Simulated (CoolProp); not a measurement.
A simple Rankine cycle with water: condensing at 322.15 K, boiler at 1.86 MPa, turbine inlet 486.8 K, turbine efficiency 0.85, pump efficiency 0.8, no recuperator. Each further row changes one setting.

Model: reference Helmholtz-energy equation of state, Wagner 2002, in CoolProp.

```tsv
case	thermal efficiency (%)	net work (kJ/kg)	heat in (kJ/kg)	turbine exit temperature (K)	volume ratio over the turbine
as stated	25.0	651	2600	322.2	95.0
turbine inlet 506.8 K	25.1	667	2660	322.2	91.2
condensing temperature 314.15 K	26.2	690	2640	314.1	138
boiler pressure 1.3 MPa	23.5	620	2640	322.2	66.1
turbine efficiency 0.75	22.0	574	2600	322.2	98.7
```

The expansion ends wet for: as stated; turbine inlet 506.8 K; condensing temperature 314.15 K; boiler pressure 1.3 MPa; turbine efficiency 0.75.
